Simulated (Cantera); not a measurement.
Input: 1 mol SiHCl3, 0.26 mol NH3, 5.4 mol H2, held at 0.0133 bar.

Equilibrium computed with Cantera from the NASA thermochemical tables; the gas is ideal and each condensed phase is pure. Candidate condensed phases: NH4Cl, Si, Si3N4; 28 gas species. Mutual solubility and eutectic melting of coexisting phases are not modelled. Kinetics and transport are ignored.

### Question
Which condensed phases are stable at each of these points (T (°C)): 577, 677, 777, 877, 977, 1077, 1177, 1277, 1377?

### Answer
```
T (°C)  condensed phases  Si condensed (%)
------  ----------------  ----------------
577     Si(s) + Si3N4(s)              22.9
677     Si(s) + Si3N4(s)              25.0
777     Si(s) + Si3N4(s)              28.0
877     Si(s) + Si3N4(s)              29.4
977     Si(s) + Si3N4(s)              25.6
1077            Si3N4(s)              19.3
1177            Si3N4(s)              17.6
1277    Si(s) + Si3N4(s)              12.0
1377               Si(s)              10.3
```

From 577 °C to 977 °C the condensed part is Si(s) + Si3N4(s). From 1077 °C to 1177 °C the condensed part is Si3N4(s). At 1277 °C the condensed part is Si(s) + Si3N4(s). At 1377 °C the condensed part is Si(s).
